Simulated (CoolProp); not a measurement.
50 sccm (0 °C, 1 atm) of nitrogen bubbles through liquid dimethyl carbonate at 317.8 K and leaves saturated at a total pressure of 0.15 MPa (ideal gas phase). Each further row changes one setting.

The numbers come from the reference Helmholtz-energy equation of state, Zhou 2011 in CoolProp.

```csv
case,vapour pressure (kPa),mole fraction of vapour,delivery (mg/min),delivery (sccm),change of delivery for a bath 1 K warmer (%)
as stated,18.5,0.123,28.2,7.02,5.1
bath temperature 322.8 K,22.9,0.153,36.2,9.02,5.1
total pressure 0.3 MPa,18.5,0.0616,13.2,3.28,4.8
```
